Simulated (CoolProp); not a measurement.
The numbers come from the reference Helmholtz-energy equation of state, Lemmon 2006 in CoolProp. It is a short technical equation, of lower accuracy than the large ones.

Task: Give the vapour pressure (kPa), liquid density (kg/m³), liquid cp (kJ/(kg K)), vapour Z of saturated carbonyl sulfide at 30.95 °C.

Result: 
```json
[
 {"T (°C)": "30.95", "p (kPa)": "1480", "liquid density (kg/m³)": "973", "liquid cp (kJ/(kg K))": "1.40", "vapour Z": "0.817"}
]
```
